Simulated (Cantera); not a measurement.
Input: 1 mol SiC, 0.011 mol O₂, 190 mol N₂, 0.7 mol H₂O, at 0.0165 Torr.

Method: chemical equilibrium by Gibbs-energy minimisation in Cantera with the NASA 1993 tables (ideal gas, pure condensed phases). Candidate condensed phases: C, C₆H₆, C₇H₈, C₈H₁₈, H₂O, Si, SiC, SiO₂, Si₂N₂O, Si₃N₄; 151 gas species. N₂ is the only nitrogen source here; it is nearly inert below about 1500 K, so the nitride shown seldom forms there in practice. Mutual solubility and eutectic melting of coexisting phases are not modelled. The numbers say what is thermodynamically allowed, not how fast it happens.

Task: Which condensed phases are stable at each of these points (T (°C)): 725, 750, 775, 800, 825, 850, 875, 900, 925, 950, 975, 1000?

Result: 
```json
[
 {"T (°C)": "725", "condensed phases": "C(graphite) + Si₂N₂O(s)", "Si condensed (%)": "100.0"},
 {"T (°C)": "750", "condensed phases": "C(graphite) + Si₂N₂O(s)", "Si condensed (%)": "100.0"},
 {"T (°C)": "775", "condensed phases": "C(graphite) + Si₂N₂O(s)", "Si condensed (%)": "100.0"},
 {"T (°C)": "800", "condensed phases": "C(graphite) + Si₂N₂O(s)", "Si condensed (%)": "100.0"},
 {"T (°C)": "825", "condensed phases": "C(graphite) + Si₂N₂O(s)", "Si condensed (%)": "100.0"},
 {"T (°C)": "850", "condensed phases": "C(graphite) + Si₂N₂O(s)", "Si condensed (%)": "100.0"},
 {"T (°C)": "875", "condensed phases": "C(graphite) + Si₂N₂O(s)", "Si condensed (%)": "100.0"},
 {"T (°C)": "900", "condensed phases": "C(graphite) + SiC(s) + Si₂N₂O(s)", "Si condensed (%)": "100.0"},
 {"T (°C)": "925", "condensed phases": "SiC(s) + Si₂N₂O(s)", "Si condensed (%)": "100.0"},
 {"T (°C)": "950", "condensed phases": "SiC(s) + Si₂N₂O(s)", "Si condensed (%)": "99.9"},
 {"T (°C)": "975", "condensed phases": "SiC(s) + Si₂N₂O(s)", "Si condensed (%)": "99.7"},
 {"T (°C)": "1000", "condensed phases": "SiC(s) + Si₂N₂O(s)", "Si condensed (%)": "99.1"}
]
```

From 725 °C to 875 °C the condensed part is C(graphite) + Si₂N₂O(s). At 900 °C the condensed part is C(graphite) + SiC(s) + Si₂N₂O(s). From 925 °C to 1000 °C the condensed part is SiC(s) + Si₂N₂O(s).
